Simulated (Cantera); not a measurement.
Feed: 1 mol H₂S, a varied amount of O₂, equilibrated at 1375 K and 0.000250 bar.

These are equilibrium values from Cantera (NASA tables, ideal gas, pure condensed phases), not measurements of a reactor. Candidate condensed phases: H₂O, H₂SO₄, S; 19 gas species. Rates play no part.

x: gas mole fraction; nothing condenses.

```json
[
 {"n(O₂) (mol)": "0.12", "x H₂": "0.488", "x H₂O": "0.155", "x SO₂": "0.00282", "x S₂": "0.318", "x H₂S": "0.0306", "x SO": "0.00113", "x SH": "?"},
 {"n(O₂) (mol)": "0.24", "x H₂": "0.360", "x H₂O": "0.283", "x SO₂": "0.0170", "x S₂": "0.311", "x H₂S": "0.0223", "x SO": "0.00275", "x SH": "?"},
 {"n(O₂) (mol)": "0.37", "x H₂": "0.263", "x H₂O": "0.372", "x SO₂": "0.0528", "x S₂": "0.288", "x H₂S": "0.0157", "x SO": "0.00475", "x SH": "?"},
 {"n(O₂) (mol)": "0.49", "x H₂": "0.207", "x H₂O": "0.415", "x SO₂": "0.100", "x S₂": "0.256", "x H₂S": "0.0117", "x SO": "0.00636", "x SH": "?"},
 {"n(O₂) (mol)": "0.62", "x H₂": "0.167", "x H₂O": "0.437", "x SO₂": "0.158", "x S₂": "0.218", "x H₂S": "0.00868", "x SO": "0.00766", "x SH": "?"},
 {"n(O₂) (mol)": "0.74", "x H₂": "0.141", "x H₂O": "0.447", "x SO₂": "0.212", "x S₂": "0.182", "x H₂S": "0.00668", "x SO": "0.00850", "x SH": "?"},
 {"n(O₂) (mol)": "0.87", "x H₂": "0.119", "x H₂O": "0.451", "x SO₂": "0.270", "x S₂": "0.144", "x H₂S": "0.00501", "x SO": "0.00904", "x SH": "?"},
 {"n(O₂) (mol)": "0.99", "x H₂": "0.102", "x H₂O": "0.451", "x SO₂": "0.321", "x S₂": "0.110", "x H₂S": "0.00376", "x SO": "0.00922", "x SH": "?"},
 {"n(O₂) (mol)": "1.1", "x H₂": "0.0883", "x H₂O": "0.451", "x SO₂": "0.366", "x S₂": "0.0810", "x H₂S": "0.00279", "x SO": "0.00911", "x SH": "?"}
]
```

### Question
Fill in the missing entries.

### Answer

- 0.12, x SH: 0.00371
- 0.24, x SH: 0.00315
- 0.37, x SH: 0.00260
- 0.49, x SH: 0.00217
- 0.62, x SH: 0.00180
- 0.74, x SH: 0.00151
- 0.87, x SH: 0.00123
- 0.99, x SH: 0.001000
- 1.1, x SH: 0.000797
